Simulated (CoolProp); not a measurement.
Computed with CoolProp (reference Helmholtz-energy equation of state, Penoncello 2003).

For CHF3 (R23), give the phase and the density (kg/m³), Joule-Thomson coefficient (K/MPa), isothermal compressibility (1/MPa) at 1.95 °C and 146 bar; 21.65 °C and 146 bar; 41.35 °C and 146 bar.


- 1.95 °C and 146 bar: liquid; density 1150, Joule-Thomson coefficient 0.0688, isothermal compressibility 0.00602
- 21.65 °C and 146 bar: liquid; density 1060, Joule-Thomson coefficient 0.311, isothermal compressibility 0.00986
- 41.35 °C and 146 bar: supercritical; density 942, Joule-Thomson coefficient 0.705, isothermal compressibility 0.0175
